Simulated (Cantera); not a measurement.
Gas mixture: 68.4 % N2O, 31.6 % O2, at 173 Torr, frozen composition.

Cantera's kinetic-theory transport with the Lennard-Jones parameters of GRI-Mech 3.0, ideal gas; thermal conductivity in the mixture-averaged form. The composition is frozen, though it would react at the higher temperatures.

One state of this run: ρ (kg/m³) = 0.159; cp (J/kg/K) = 1120; μ (µPa s) = 32.6; λ (mW/m/K) = 50.1; Pr = 0.730; D (cm²/s) C2H2 = 2.74; D (cm²/s) NH3 = 3.88; D (cm²/s) H2 = 13.0. D: mixture-averaged diffusion coefficient of that species in the mixture.

Q: Which value of T (K) does it belong to?
A) 1300
B) 1000
C) 700
D) 400

A: C, 700
